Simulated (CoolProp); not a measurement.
The fluid at 434.63 K and 0.525 MPa expands adiabatically to 0.118 MPa with isentropic efficiency 0.7. The same conditions are run with several fluids, on thermodynamics alone (safety and materials aside).

The numbers come from the reference Helmholtz-energy equation of state of each fluid (methane: Setzmann 1991; sulfur hexafluoride: Guder 2009; R22: Kamei 1995; cis-2-butene: Lemmon 2005; R13: Platzer 1990) in CoolProp. The equations of Platzer and Polt are older, rougher fits.

```json
[
 {"fluid": "methane", "work (kJ/kg)": "___", "final temperature (K)": "353.5", "final density (kg/m³)": "0.645"},
 {"fluid": "sulfur hexafluoride", "work (kJ/kg)": "24.3", "final temperature (K)": "403.5", "final density (kg/m³)": "___"},
 {"fluid": "R22", "work (kJ/kg)": "39.2", "final temperature (K)": "___", "final density (kg/m³)": "3.25"},
 {"fluid": "cis-2-butene", "work (kJ/kg)": "___", "final temperature (K)": "398.5", "final density (kg/m³)": "2.02"},
 {"fluid": "R13", "work (kJ/kg)": "33.1", "final temperature (K)": "___", "final density (kg/m³)": "___"}
]
```

Problem. What belongs in the gaps?

Solution. 
- methane, work (kJ/kg): 202
- sulfur hexafluoride, final density (kg/m³): 5.16
- R22, final temperature (K): 380.8
- cis-2-butene, work (kJ/kg): 61.6
- R13, final temperature (K): 389.0
- R13, final density (kg/m³): 3.83
